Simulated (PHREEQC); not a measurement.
## Buffer

Make-up at 25 °C: 0.039 mol KHCO3 and 0.015 mol K2HPO4 per kg of water. Closed to the air; pH follows from the charge balance.

Computed with PHREEQC (ion-association model, phreeqc.dat).

This is a speciation only: nothing precipitates in the calculation.

Q: What pH, specific conductance, density does the model give?

A: pH 8.35; specific conductance 6780 µS/cm; density 1.002 g/cm³.

Q: In which forms is C present?

A: HCO3- 97 %, CO3-2 2.0 %, CO2 0.8 % of the C.

Complexes and solids missing from the database can't appear.
